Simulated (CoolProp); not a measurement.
Saturation properties of C3F8 (R218).

Model: reference Helmholtz-energy equation of state, Lemmon 2006, in CoolProp. It is a short technical equation, of lower accuracy than the large ones.

```csv
T (K),p (MPa),liquid density (kg/m³),enthalpy of vaporisation (kJ/kg),liquid cp (kJ/(kg K)),liquid conductivity (mW/(m K))
267.6,0.3447,1480,92.42,1.055,53.5
271.3,0.3901,1463,90.70,1.067,52.5
274.9,0.4386,1446,88.96,1.078,51.5
278.6,0.4929,1428,87.12,1.091,50.5
282.3,0.5520,1410,85.20,1.104,49.5
286,0.6164,1391,83.21,1.119,48.5
289.7,0.6862,1371,81.13,1.134,47.5
293.3,0.7595,1351,79.02,1.151,46.5
297,0.8409,1330,76.74,1.169,45.6
300.7,0.9286,1308,74.35,1.190,44.6
304.4,1.023,1285,71.82,1.213,43.7
308,1.122,1261,69.21,1.239,42.8
311.7,1.230,1236,66.36,1.270,41.8
```

It boils at 236.4 K under 1 atm.

Thermal conductivity comes from a separate model (Huber 2003), an estimate that may be off by 10 % or more.
